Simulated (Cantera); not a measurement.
Cantera with NASA thermochemical tables; ideal gases at 1 bar, condensed phases pure. Values are per mole of reaction as written; species without (g) are pure solids or liquids, kept so even where they would boil at 1 bar.

**Question.** Between 1700 and 2050 K, where is each reaction favourable under standard conditions?
- CS2(g) + Ni → NiS2 + C

**Answer.** 
- CS2(g) + Ni → NiS2 + C: ΔG° is 39 kJ at 1700 K and 84 kJ at 2050 K; it stays positive (K < 1). ΔH° is -176 kJ and ΔS° -127 J/K at 2050 K.
